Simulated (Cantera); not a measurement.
Input: 1 mol CuO, 120 mol H₂, equilibrated at 1598.15 K.

Method: chemical equilibrium by Gibbs-energy minimisation in Cantera with the NASA 1993 tables (ideal gas, pure condensed phases). Candidate condensed phases: Cu, CuO, Cu(OH)₂, Cu₂O, H₂O; 12 gas species. The numbers say what is thermodynamically allowed, not how fast it happens.

### Question
Which condensed phases are stable at each of these points (P (Pa)): 10, 36, 130, 460, 1700, 6000, 22000, 77000, 280000, 1000000?

### Answer
| P (Pa) | condensed phases | Cu condensed (%) |
|---|---|---|
| 10 | gas only | 0.0 |
| 36 | gas only | 0.0 |
| 130 | gas only | 0.0 |
| 460 | gas only | 0.0 |
| 1700 | Cu(l) | 72.6 |
| 6000 | Cu(l) | 92.2 |
| 22000 | Cu(l) | 97.9 |
| 77000 | Cu(l) | 99.4 |
| 280000 | Cu(l) | 99.8 |
| 1000000 | Cu(l) | 100.0 |

From 10.0 Pa to 460 Pa nothing is condensed. From 1700 Pa to 1000000 Pa the condensed part is Cu(l).
